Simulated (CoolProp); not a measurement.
Computed with CoolProp (reference Helmholtz-energy equation of state, de Reuck 1993).

### Question
For methanol, give the phase and the cp (kJ/(kg K)), speed of sound (m/s), Joule-Thomson coefficient (K/MPa), conductivity (mW/(m K)) at 549.6 K and 3.41 bar; 577.8 K and 3.41 bar; 605.9 K and 3.41 bar.

### Answer
- 549.6 K and 3.41 bar: gas; cp 2.03, speed of sound 402, Joule-Thomson coefficient 7.69, conductivity 45.7
- 577.8 K and 3.41 bar: gas; cp 2.09, speed of sound 411, Joule-Thomson coefficient 5.65, conductivity 49.8
- 605.9 K and 3.41 bar: gas; cp 2.14, speed of sound 421, Joule-Thomson coefficient 4.11, conductivity 54.0

Thermal conductivity comes from a separate model (Sykioti 2013).
